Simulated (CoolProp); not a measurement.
Aqueous potassium formate as a coolant, at 31 °C, 1 atm.

The numbers come from the Melinder's fits for secondary coolants in CoolProp.

| mass % | freezing point (°C) | viscosity (mPa s) | Prandtl number | conductivity (W/(m K)) | density (kg/m³) |
|---|---|---|---|---|---|
| 2 | -0.8 | 0.822 | 5.52 | 0.611 | 1008 |
| 8.7 | -4.2 | 0.913 | 5.92 | 0.595 | 1049 |
| 15.5 | -8.3 | 1.01 | 6.26 | 0.582 | 1090 |
| 22.3 | -13.5 | 1.14 | 6.82 | 0.570 | 1133 |
| 29.1 | -20.1 | 1.32 | 7.57 | 0.556 | 1179 |
| 35.8 | -28.6 | 1.51 | 8.37 | 0.541 | 1226 |
| 42.6 | -39.5 | 1.74 | 9.46 | 0.522 | 1277 |
